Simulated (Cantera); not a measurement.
An isothermal, constant-pressure homogeneous reactor starts with H₂ : O₂ = 0.066 : 1 (molar parts), equivalence ratio 0.033, at 1400 K and 0.0267 bar.

Detailed kinetics in Cantera: the H2/O2 subset of GRI-Mech 3.0, which has no nitrogen chemistry. Radical loss at walls, strong at low pressure, is not modelled. The temperature is held fixed by assumption; the heat of reaction is taken as removed at once.

x: mole fraction; the columns are a selection and need not sum to one.

| t (s) | x H₂ | x O₂ | x OH | x O | x H₂O₂ | x HO₂ |
|---|---|---|---|---|---|---|
| 8.00e-6 | 0.0619 | 0.938 | 6.24e-9 | 6.48e-9 | 3.96e-12 | 2.17e-8 |
| 2.89e-5 | 0.0619 | 0.938 | 5.30e-8 | 5.93e-8 | 5.09e-11 | 7.84e-8 |
| 0.000104 | 0.0619 | 0.938 | ? | ? | 6.35e-10 | ? |
| 0.000376 | 0.0578 | 0.935 | 0.00154 | 0.00194 | 1.70e-8 | 2.80e-6 |
| 0.00136 | 0.00122 | 0.889 | 0.00699 | 0.0417 | 1.28e-7 | 4.52e-6 |
| 0.00490 | 0.00101 | 0.898 | 0.00640 | 0.0338 | 1.24e-7 | 4.30e-6 |
| 0.0177 | 0.000543 | 0.916 | 0.00474 | 0.0174 | 1.07e-7 | 3.46e-6 |
| 0.0638 | 0.000122 | 0.931 | 0.00226 | 0.00376 | 5.97e-8 | 1.61e-6 |
| 0.230 | 1.45e-5 | 0.935 | 0.000784 | 0.000443 | 1.98e-8 | 3.60e-7 |
| 0.831 | ? | 0.936 | ? | ? | ? | ? |
| 3.00 | 3.41e-7 | 0.936 | 0.000121 | 1.04e-5 | 1.61e-9 | 7.44e-8 |

Problem. Fill in the missing entries.

Solution. 
- 0.000104, x OH: 8.31e-7
- 0.000104, x O: 1.01e-6
- 0.000104, x HO₂: 2.84e-7
- 0.831, x H₂: 1.81e-6
- 0.831, x OH: 0.000278
- 0.831, x O: 5.54e-5
- 0.831, x H₂O₂: 5.18e-9
- 0.831, x HO₂: 8.62e-8
